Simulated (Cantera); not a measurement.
A perfectly stirred reactor is fed with N2O : H2 : N2 = 1 : 0.0034 : 1.6 (molar parts), at 1050 Torr; it is held at 1525 K, and followed from long to short residence time.

Model: GRI-Mech 3.0 (53 species, 325 reactions), integrated in Cantera. GRI-Mech 3.0 was tuned for natural gas; its chemistry of N2O as a main component is partial and can be far from experiment. The temperature is held fixed by assumption; the heat of reaction is taken as removed at once.

Task: What does this change do: temperature 1525 to 1075 K?

Result: 
```tsv
quantity	before	after
x(N2O) at τ = 0.500 s	0.0101	0.371
x(H2) at τ = 0.500 s	1.33e-6	6.79e-5
x(NO2) at τ = 0.500 s	0.000227	3.97e-5
x(H2O) at τ = 0.500 s	0.00109	0.00123
x(H2O2) at τ = 0.500 s	1.07e-9	3.83e-9
x(N2O) at τ = 65.0 ms	0.0559	0.381
x(H2) at τ = 65.0 ms	6.13e-6	0.000324
x(NO2) at τ = 65.0 ms	0.000375	9.00e-6
x(H2O) at τ = 65.0 ms	0.00110	0.000980
x(H2O2) at τ = 65.0 ms	2.31e-9	1.02e-8
```
The mechanism lacks the step 2 NO + O2 → 2 NO2, which can matter for NO2 below about 1400 K.

Task: What does this change do: N2 1.6 to 0.33 parts?

Result: 
| quantity | before | after |
|---|---|---|
| x(N2O) at τ = 0.500 s | 0.0101 | 0.0170 |
| x(H2) at τ = 0.500 s | 1.33e-6 | 1.81e-6 |
| x(NO2) at τ = 0.500 s | 0.000227 | 0.000407 |
| x(H2O) at τ = 0.500 s | 0.00109 | 0.00185 |
| x(H2O2) at τ = 0.500 s | 1.07e-9 | 1.78e-9 |
| x(N2O) at τ = 65.0 ms | 0.0559 | 0.0961 |
| x(H2) at τ = 65.0 ms | 6.13e-6 | 8.66e-6 |
| x(NO2) at τ = 65.0 ms | 0.000375 | 0.000679 |
| x(H2O) at τ = 65.0 ms | 0.00110 | 0.00191 |
| x(H2O2) at τ = 65.0 ms | 2.31e-9 | 3.81e-9 |
